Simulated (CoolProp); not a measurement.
Values from CoolProp's reference Helmholtz-energy equation of state, Akasaka 2020.

Task: For R1123, give the phase and the cp (kJ/(kg K)), cv (kJ/(kg K)), speed of sound (m/s), Joule-Thomson coefficient (K/MPa) at 335.5 K and 772 kPa; 390.3 K and 772 kPa.

Result: 
- 335.5 K and 772 kPa: gas; cp 0.952, cv 0.817, speed of sound 187, Joule-Thomson coefficient 9.86
- 390.3 K and 772 kPa: gas; cp 1.01, cv 0.889, speed of sound 205, Joule-Thomson coefficient 6.51
